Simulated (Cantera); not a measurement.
Equilibrium for silicon epitaxy and polysilicon growth: SiHCl3 + Cl2 + H2

Input: 1 mol SiHCl3, 0.15 mol Cl2, a varied amount of H2, equilibrated at 900 °C and 13.3 mbar.

Cantera equilibrium calculation (NASA polynomials, part measured and part estimated; ideal gas, pure solids and liquids). Candidate condensed phases: Si; 19 gas species. The tables' values for SiCl3 are old estimates; treat these amounts as uncertain. The numbers say what is thermodynamically allowed, not how fast it happens.

```
n(H2) (mol)  log p H2  log p HCl  log p SiCl2  log p SiCl4  n Si(s)
-----------  --------  ---------  -----------  -----------  -------
110             -1.89      -3.48        -4.71        -5.64    0.781
140             -1.88      -3.56        -4.89        -5.99    0.825
170             -1.88      -3.64        -5.03        -6.28    0.854
220             -1.88      -3.74        -5.24        -6.68    0.887
270             -1.88      -3.82        -5.40        -7.01    0.907
330             -1.88      -3.90        -5.56        -7.33    0.924
410             -1.88      -3.99        -5.74        -7.69    0.939
510             -1.88      -4.08        -5.92        -8.06    0.951
630             -1.88      -4.17        -6.10        -8.41    0.960
780             -1.88      -4.26        -6.28        -8.78    0.968
970             -1.88      -4.35        -6.47        -9.15    0.974
```
log p: log10 of the partial pressure in bar; n: condensed amount in mol.

From 110 mol H2 to 970 mol H2 the condensed part is Si(s). The main Si-bearing gas is SiCl2 throughout. The share of Si in condensed phases is highest at 970 mol H2 (97.4 %) and lowest at 110 mol H2 (78.1 %).
